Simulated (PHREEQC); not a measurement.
Copper plating or etch bath

Make-up at 25 °C: 0.46 mol/kgw CuCl2, 0.00022 mol/kgw HCl and 0.0012 mol/kgw H3BO3. Closed to the air; pH follows from the charge balance.

Model: ion-association model, phreeqc.dat, run in PHREEQC.

Each row changes one thing in this solution. This is a speciation only: nothing precipitates in the calculation.

| case | pH | ionic strength (mol/kgw) | Cl- (mol/kgw) | Cu+2 (mol/kgw) | CuCl+ (mol/kgw) | CuCl2 (mol/kgw) |
|---|---|---|---|---|---|---|
| as made | 3.73 | 1.07 | 0.759 | 0.314 | 0.131 | 0.0151 |
| H3BO3 left out | 3.73 | 1.07 | 0.759 | 0.314 | 0.131 | 0.0151 |
| CuCl2 from 0.46 to 0.23 mol/kgw | 3.74 | 0.586 | 0.406 | 0.179 | 0.0469 | 0.00365 |
| temperature from 25 to 80 °C | [?] | 0.636 | [?] | 0.110 | 0.305 | 0.0447 |
| CuCl2 from 0.46 to 0.414 mol/kgw | 3.73 | 0.980 | 0.691 | 0.289 | 0.113 | 0.0123 |
| diluted 10-fold with water | 4.34 | 0.130 | 0.0881 | 0.0422 | 0.00370 | 9.53e-5 |
| temperature from 25 to 10 °C | 3.76 | 1.20 | 0.825 | 0.373 | 0.0788 | 0.00808 |
| diluted 5-fold with water | [?] | 0.252 | 0.172 | 0.0802 | 0.0113 | [?] |
| H3BO3 from 0.0012 to 0.00132 mol/kgw | 3.73 | 1.07 | 0.759 | 0.314 | 0.131 | 0.0151 |

**Question.** What belongs in the gaps?

**Answer.** 
- temperature from 25 to 80 °C, pH: 3.53
- temperature from 25 to 80 °C, Cl- (mol/kgw): 0.525
- diluted 5-fold with water, pH: 4.17
- diluted 5-fold with water, CuCl2 (mol/kgw): 0.000481

The ionic strength passes 0.7 mol/kgw, the rough limit of the ion-association models, in as made; H3BO3 left out; CuCl2 from 0.46 to 0.414 mol/kgw; temperature from 25 to 10 °C; H3BO3 from 0.0012 to 0.00132 mol/kgw. Away from 25 °C the constants follow the database's enthalpies or fits; those with neither stay at their 25 °C values.
